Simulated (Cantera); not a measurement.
An adiabatic, constant-volume homogeneous reactor starts with CO : H₂ : O₂ : N₂ : H₂O = 1 : 0.11 : 0.638 : 2.4 : 0.37 (molar parts), at 1473 K and 16.8 atm. Integrator tolerance rtol = 1e-08.

Detailed kinetics in Cantera: GRI-Mech 3.0 (53 species, 325 reactions). The hydrogen kinetics of GRI-Mech 3.0 are dated; newer H2 mechanisms differ, most at raised pressure. The pressure lies above the range GRI-Mech 3.0 was tuned for (to about 10 atm). Above 3000 K some thermodynamic fits are extrapolated.

Task: What does this change do: initial temperature 1473 to 1200 K?

Result: 
```csv
quantity,before,after
time of steepest temperature rise,5.53 µs,0.125 ms
temperature at 0.700 s,2984 K,2898 K
equilibrium temperature,2984 K,2898 K
x(CO) at 0.700 s,0.0553 (gas-phase equilibrium 0.0553),0.0423 (gas-phase equilibrium 0.0423)
x(H₂) at 0.700 s,0.00418 (gas-phase equilibrium 0.00418),0.00314 (gas-phase equilibrium 0.00314)
x(O₂) at 0.700 s,0.0365 (gas-phase equilibrium 0.0365),0.0322 (gas-phase equilibrium 0.0322)
x(H) at 0.700 s,0.00175 (gas-phase equilibrium 0.00175),0.00106 (gas-phase equilibrium 0.00106)
x(NO) at 0.700 s,0.0167 (gas-phase equilibrium 0.0167),0.0142 (gas-phase equilibrium 0.0142)
x(H₂O₂) at 0.700 s,1.89e-6 (gas-phase equilibrium 1.89e-6),1.75e-6 (gas-phase equilibrium 1.75e-6)
```

Task: What does this change do: pressure from 16.8 atm to 12.8 atm?

Result: 
```
quantity                                                            before                                    after
---------------------------------  ---------------------------------------  ---------------------------------------
time of steepest temperature rise                                  5.53 µs                                  6.00 µs
temperature at 0.700 s                                              2984 K                                   2964 K
equilibrium temperature                                             2984 K                                   2964 K
x(CO) at 0.700 s                     0.0553 (gas-phase equilibrium 0.0553)    0.0572 (gas-phase equilibrium 0.0572)
x(H₂) at 0.700 s                   0.00418 (gas-phase equilibrium 0.00418)  0.00437 (gas-phase equilibrium 0.00437)
x(O₂) at 0.700 s                     0.0365 (gas-phase equilibrium 0.0365)    0.0375 (gas-phase equilibrium 0.0375)
x(H) at 0.700 s                    0.00175 (gas-phase equilibrium 0.00175)  0.00192 (gas-phase equilibrium 0.00192)
x(NO) at 0.700 s                     0.0167 (gas-phase equilibrium 0.0167)    0.0165 (gas-phase equilibrium 0.0165)
x(H₂O₂) at 0.700 s                 1.89e-6 (gas-phase equilibrium 1.89e-6)  1.61e-6 (gas-phase equilibrium 1.61e-6)
```
